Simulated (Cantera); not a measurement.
An isothermal, constant-pressure homogeneous reactor starts with 43.5 % CH4, 56.5 % H2O, at 2125 K and 2.10 bar.

Computed with Cantera and GRI-Mech 3.0 (53 species, 325 reactions).

One state of this run: x CH4 = 0.0134; x H2O = 0.211; x HCO = 2.42e-7; x H2O2 = 1.54e-10; x C2H = 5.87e-6; x CO = 0.120. x: mole fraction; the columns are a selection and need not sum to one.

Task: Which value of t (s) does it belong to?
A. 0.0548
B. 0.00181
C. 0.000330
D. 1.65

Result: B, 0.00181
